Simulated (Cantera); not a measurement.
Feed: 1 mol S, 0.15 mol O2, 0.42 mol H2.

Cantera equilibrium calculation (NASA polynomials, part measured and part estimated; ideal gas, pure solids and liquids). Candidate condensed phases: H2O, H2SO4, S; 19 gas species. Each liquid is taken as pure. The ideal-gas law is rough above about 30 bar. Rates play no part.

Stable condensed phases, one row left out:

```
T in K \ P in Pa
               10       65      420     2700    17000   110000   720000  4700000 30000000
   1200         A        A        A        A        A        A        A        A        B
   1150         A        A        A        A        A        A        A        A        B
   1100         A        A        A        A        A        A        A        A        B
   1050         A        A        A        A        A        A        A        B        B
   1000         A        A        A        A        A        A        A        B        B
    950         A        A        A        A        A        A        A        B        B
    850         A        A        A        A        A        A        B        B        B
    800         A        A        A        A        A        A        B        B        B
    750         A        A        A        A        A        A        B        B        B
    700         A        A        A        A        A        A        B        B        B
    650         A        A        A        A        A        B        B        B        B
    600         A        A        A        A        A        B        B        B        C
```

A: gas only; B: S; C: H2O + S.

Problem. Give the row for 900 K.

Solution. 10: gas only; 65: gas only; 420: gas only; 2700: gas only; 17000: gas only; 110000: gas only; 720000: gas only; 4700000: S; 30000000: S.
